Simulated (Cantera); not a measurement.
BN + H₂ (nitride etching)

Feed: 1 mol BN, a varied amount of H₂, equilibrated at 10.0 mbar.

These are equilibrium values from Cantera (NASA tables, ideal gas, pure condensed phases), not measurements of a reactor. Candidate condensed phases: B, BN; 15 gas species. Mutual solubility and eutectic melting of coexisting phases are not modelled. Kinetics and transport are ignored.

**Question.** Map the stable condensed phases over T = 600, 700, 800, 900, 1000, 1100, 1200, 1300, 1400, 1500, 1600, 1700 °C and n(H₂) in mol = 1.4, 3, 6.4, 14, 29, 60, 130, 270.

**Answer.** 
```
T in °C \ n(H₂) in mol
         1.4   3 6.4  14  29  60 130 270
   1700    A   A   A   A   A   A   B   B
   1600    A   A   A   A   A   A   A   A
   1500    A   A   A   A   A   A   A   A
   1400    C   C   A   A   A   A   A   A
   1300    C   C   C   C   C   C   C   C
   1200    C   C   C   C   C   C   C   C
   1100    C   C   C   C   C   C   C   C
   1000    C   C   C   C   C   C   C   C
    900    C   C   C   C   C   C   C   C
    800    C   C   C   C   C   C   C   C
    700    C   C   C   C   C   C   C   C
    600    C   C   C   C   C   C   C   C
```
A: B + BN; B: B; C: BN.
